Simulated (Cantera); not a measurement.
**Transport properties of process gases**

Gas mixture: C2H4 = 0.49 (molar parts), at 0.133 bar, frozen composition.

Cantera's kinetic-theory transport with the Lennard-Jones parameters of GRI-Mech 3.0, ideal gas; thermal conductivity in the mixture-averaged form. The composition is frozen, though it would react at the higher temperatures.

```csv
T (K),ρ (kg/m³),cp (J/kg/K),μ (µPa s),λ (mW/m/K),Pr,D (cm²/s) H2,D (cm²/s) OH,D (cm²/s) NH3
400,0.112,1877,13.3,33.6,0.745,7.79,3.13,2.12
500,0.0900,2220,16.3,48.6,0.747,11.4,4.65,3.27
600,0.0750,2529,19.1,64.4,0.750,15.6,6.39,4.64
700,0.0643,2785,21.7,80.4,0.750,20.2,8.33,6.19
800,0.0562,2991,24.1,96.4,0.746,25.3,10.5,7.91
900,0.0500,3167,26.3,112,0.743,30.8,12.8,9.80
1000,0.0450,3354,28.5,128,0.748,36.8,15.3,11.8
1100,0.0409,3498,30.5,143,0.748,43.1,17.9,14.0
1200,0.0375,3625,32.5,158,0.747,49.8,20.7,16.4
```
D: mixture-averaged diffusion coefficient of that species in the mixture.
